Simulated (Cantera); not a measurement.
Input: 1 mol V, 3.7 mol O2, 2.1 mol H2, held at 2525 K and 10000 Pa.

Equilibrium computed with Cantera from the NASA thermochemical tables; the gas is ideal and each condensed phase is pure. The numbers say what is thermodynamically allowed, not how fast it happens.

```json
[
 {"species": "H2O", "before": "0.373", "after": "0.600"},
 {"species": "O2", "before": "0.312", "after": "0.400"},
 {"species": "OH", "before": "0.0593", "after": "9.20e-5"},
 {"species": "VO2", "before": "0.201", "after": "1.16e-8"},
 {"species": "H", "before": "0.0106", "after": "5.65e-9"},
 {"species": "O", "before": "0.0289", "after": "8.18e-7"},
 {"species": "H2", "before": "0.0142", "after": "5.94e-7"},
 {"species": "VO", "before": "0.000124", "after": "<1e-9"},
 {"species": "HO2", "before": "2.24e-5", "after": "1.30e-7"},
 {"species": "V2O5(l), mol", "before": "0", "after": "0.500"}
]
```
Gas species are given as mole fractions.

Problem. Name the change that produced these shifts.
A. O2 from 3.7 to 0.42 mol
B. pressure from 10000 Pa to 133 Pa
C. O2 from 3.7 to 0.22 mol
D. temperature from 2525 K to 1348.15 K

Solution. D, temperature from 2525 K to 1348.15 K. Condensed phases not in the tables: the oxides between V2O3 and V2O5 other than VO2. Gases not in the tables: V4O10
